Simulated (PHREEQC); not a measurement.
Consider water at 41 °C with 0.18 mol/kgw MgCl2 and 0.0058 mol/kgw CO2. Closed to the air; pH follows from the charge balance.

Computed with PHREEQC (ion-association model, phreeqc.dat).

The ionic strength comes out as 0.540 mol/kgw. What activity coefficients do Mg+2, MgHCO3+, H+, Cl-, HCO3- get?

Mg+2 0.28, MgHCO3+ 0.64, H+ 0.76, Cl- 0.64, HCO3- 0.68.

No solid was allowed to form. Species that the database lacks are ignored. At this temperature some constants are extrapolated from 25 °C, and those without enthalpy data are left unchanged.
